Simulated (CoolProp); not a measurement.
A Linde-Hampson liquefier for carbon monoxide: isothermal reversible compression at 200 K from 1 atm to 10 MPa, throttling to 1 atm, return gas leaving the recuperator 5 K below the feed. Each further row changes one setting.

Model: reference Helmholtz-energy equation of state, Lemmon 2006, in CoolProp. It is a short technical equation, of lower accuracy than the large ones.

```csv
case,liquid yield per pass,compression work (kJ/kg of gas)
as stated,___,259
high pressure 20 MPa,___,___
warm-end temperature 230 K,___,___
warm-end gap 10 K,___,259
```

Question: What belongs in the gaps?

Answer: 
- as stated, liquid yield per pass: 0.153
- high pressure 20 MPa, liquid yield per pass: 0.246
- high pressure 20 MPa, compression work (kJ/kg of gas): 293
- warm-end temperature 230 K, liquid yield per pass: 0.097
- warm-end temperature 230 K, compression work (kJ/kg of gas): 305
- warm-end gap 10 K, liquid yield per pass: 0.140
